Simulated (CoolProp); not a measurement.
Properties of nitrous oxide at several states (Tc = 309.5 K, pc = 7.245 MPa, ω = 0.161).

Values from CoolProp's reference Helmholtz-energy equation of state, Lemmon 2006. It is a short technical equation, of lower accuracy than the large ones.

| T (K) | p (MPa) | phase | density (kg/m³) | speed of sound (m/s) | Joule-Thomson coefficient (K/MPa) | expansivity (1/kK) | fugacity coefficient |
|---|---|---|---|---|---|---|---|
| 417.3 | 0.362 | gas | 4.621 | 311.4 | 5.103 | 2.452 | 0.9937 |
| 289.9 | 0.0175 | gas | 0.3199 | 264.4 | 11.60 | 3.461 | 0.9990 |
| 322.6 | 0.582 | gas | 9.792 | 273.7 | 9.133 | 3.358 | 0.9758 |
| 235.5 | 0.473 | gas | 11.27 | 232.8 | 20.40 | 5.123 | 0.9470 |
| 352 | 0.0911 | gas | 1.374 | 288.5 | 7.465 | 2.868 | 0.9971 |
| 341.2 | 1.51 | gas | 24.77 | 276.1 | 8.059 | 3.510 | 0.9480 |
